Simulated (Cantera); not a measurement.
Feed: 1 mol NiS, 27 mol H₂, 0.88 mol N₂, equilibrated at 7.50 Torr.

Cantera equilibrium calculation (NASA polynomials, part measured and part estimated; ideal gas, pure solids and liquids). Candidate condensed phases: Ni, NiS, NiS₂, Ni₃S₂, Ni₃S₄, S; 17 gas species. Metal and sulfide melt together well below either melting point, which pure phases cannot show. Mutual solubility and eutectic melting of coexisting phases are not modelled. Rates play no part.

Question: Which condensed phases are stable at each of these points (T (K)): 1648, 1698, 1748, 1798, 1848, 1898, 1948, 1998, 2048, 2098, 2148, 2198?

Answer: 
```
T (K)  condensed phases  Ni condensed (%)
-----  ----------------  ----------------
1648   Ni(s) + Ni₃S₂(l)              99.5
1698              Ni(s)              98.9
1748              Ni(l)              97.6
1798              Ni(l)              95.2
1848              Ni(l)              90.6
1898              Ni(l)              82.1
1948              Ni(l)              66.9
1998              Ni(l)              39.9
2048           gas only               0.0
2098           gas only               0.0
2148           gas only               0.0
2198           gas only               0.0
```

At 1648 K the condensed part is Ni(s) + Ni₃S₂(l). At 1698 K the condensed part is Ni(s). From 1748 K to 1998 K the condensed part is Ni(l). From 2048 K to 2198 K nothing is condensed.
